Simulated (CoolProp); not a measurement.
100 sccm (0 °C, 1 atm) of nitrogen bubbles through liquid water at 314.6 K and leaves saturated at a total pressure of 0.133 MPa (ideal gas phase). Each further row changes one setting.

Computed with CoolProp (reference Helmholtz-energy equation of state, Wagner 2002).

```
case                      vapour pressure (kPa)  mole fraction of vapour  delivery (mg/min)  delivery (sccm)  change of delivery for a bath 1 K warmer (%)
------------------------  ---------------------  -----------------------  -----------------  ---------------  --------------------------------------------
as stated                                  7.98                        ?               5.13             6.38                                           5.8
bath temperature 319.6 K                   10.3                   0.0777                  ?             8.42                                           5.7
total pressure 0.266 MPa                   7.98                        ?               2.48             3.09                                           5.6
```

Question: What belongs in the gaps?

Answer: 
- as stated, mole fraction of vapour: 0.0600
- bath temperature 319.6 K, delivery (mg/min): 6.77
- total pressure 0.266 MPa, mole fraction of vapour: 0.0300
